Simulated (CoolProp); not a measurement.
R113 at 293.15 K and 0.0157 MPa is throttled through a valve to 0.00159 MPa with no heat exchange. Each further row changes one setting.

Values from CoolProp's reference Helmholtz-energy equation of state, Marx 1992.

| case | temperature change (K) | final density (kg/m³) |
|---|---|---|
| as stated | -0.5 | ___ |
| outlet pressure 0.000477 MPa | -0.6 | ___ |
| outlet pressure 0.00207 MPa | -0.5 | ___ |

### Question
What belongs in the gaps?

### Answer

- as stated, final density (kg/m³): 0.123
- outlet pressure 0.000477 MPa, final density (kg/m³): 0.0367
- outlet pressure 0.00207 MPa, final density (kg/m³): 0.160
